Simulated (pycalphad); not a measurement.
CALPHAD calculation (pycalphad, COST 507 light-alloy database (1999)), 1 atm. The database dates from 1999; later assessments differ in places, in temperatures and in the compounds included. Phase fractions are per mole of atoms. Kinetics are ignored, which matters at the lower temperatures.

Problem. Give the equilibrium state of Ti-2.386Si (wt.%) at 750 K.

Solution. 
```
T = 750.00 K, P = 101325 Pa, N = 1 mol of atoms
G = -37041 J/mol, H = 4654 J/mol, S = 55.59 J/(mol K)  (SER reference)
chemical potentials (J/mol): Ti -29544, Si -216974
phase             fraction      x(Ti)      x(Si)
HCP_A3              0.8523     0.9964     0.0036
SITI3               0.1477     0.7500     0.2500
```

Problem. Give the equilibrium state of Ti-2.386Si (wt.%) at 1850 K.

Solution. 
```
T = 1850.00 K, P = 101325 Pa, N = 1 mol of atoms
G = -119642 J/mol, H = 55343 J/mol, S = 94.59 J/(mol K)  (SER reference)
chemical potentials (J/mol): Ti -112206, Si -298108
phase             fraction      x(Ti)      x(Si)
LIQUID              0.7443     0.9486     0.0514
BCC_A2              0.2557     0.9933     0.0067
```

Database names, with the compositions (at.%) that they take in these runs: SITI3: Ti 75 Si 25. BCC_A2 is bcc; HCP_A3 is hcp.
